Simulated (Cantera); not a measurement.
# Formation from one mole of O₂

Standard-state values (1 bar) from the NASA 1993 polynomials, evaluated with Cantera. Values are per mole of reaction as written; species without (g) are pure solids or liquids, kept so even where they would boil at 1 bar.

1.2 Ti + O₂(g) → 0.4 Ti₃O₅

```csv
T (K),ΔH° (kJ),ΔS° (J/K),ΔG° (kJ),log10 K
700,-974.6,-170.7,-855.1,63.81
750,-974.1,-170.1,-846.6,58.96
800,-973.7,-169.4,-838.1,54.72
850,-973.2,-168.9,-829.7,50.98
900,-972.7,-168.3,-821.2,47.66
950,-972.2,-167.8,-812.8,44.69
1000,-971.7,-167.3,-804.4,42.02
```

0.8 V + O₂(g) → 0.4 V₂O₅

```tsv
T (K)	ΔH° (kJ)	ΔS° (J/K)	ΔG° (kJ)	log10 K	condensed phases
700	-615.9	-167.4	-498.7	37.21	V(s), V₂O₅(s)
750	-615.2	-166.4	-490.3	34.15	V(s), V₂O₅(s)
800	-614.5	-165.5	-482.0	31.47	V(s), V₂O₅(s)
850	-613.7	-164.7	-473.8	29.11	V(s), V₂O₅(s)
900	-613.0	-163.9	-465.6	27.02	V(s), V₂O₅(s)
950	-586.5	-135.7	-457.6	25.16	V(s), V₂O₅(l)
1000	-585.6	-134.8	-450.8	23.55	V(s), V₂O₅(l)
```

Zr + O₂(g) → ZrO₂(g)

```json
[
 {"T (K)": "700", "ΔH° (kJ)": "-288.8", "ΔS° (J/K)": "24.1", "ΔG° (kJ)": "-305.6", "log10 K": "22.81"},
 {"T (K)": "750", "ΔH° (kJ)": "-289.1", "ΔS° (J/K)": "23.6", "ΔG° (kJ)": "-306.8", "log10 K": "21.37"},
 {"T (K)": "800", "ΔH° (kJ)": "-289.5", "ΔS° (J/K)": "23.2", "ΔG° (kJ)": "-308.0", "log10 K": "20.11"},
 {"T (K)": "850", "ΔH° (kJ)": "-289.9", "ΔS° (J/K)": "22.7", "ΔG° (kJ)": "-309.2", "log10 K": "19.00"},
 {"T (K)": "900", "ΔH° (kJ)": "-290.3", "ΔS° (J/K)": "22.2", "ΔG° (kJ)": "-310.3", "log10 K": "18.01"},
 {"T (K)": "950", "ΔH° (kJ)": "-290.7", "ΔS° (J/K)": "21.8", "ΔG° (kJ)": "-311.4", "log10 K": "17.12"},
 {"T (K)": "1000", "ΔH° (kJ)": "-291.2", "ΔS° (J/K)": "21.3", "ΔG° (kJ)": "-312.5", "log10 K": "16.32"}
]
```

1.143 Ti + O₂(g) → 0.2857 Ti₄O₇

```csv
T (K),ΔH° (kJ),ΔS° (J/K),ΔG° (kJ),log10 K
700,-968.7,-175.5,-845.8,63.11
750,-968.0,-174.6,-837.0,58.30
800,-967.3,-173.7,-828.3,54.08
850,-966.7,-172.9,-819.7,50.37
900,-966.0,-172.2,-811.0,47.07
950,-965.4,-171.5,-802.5,44.12
1000,-964.7,-170.9,-793.9,41.47
```
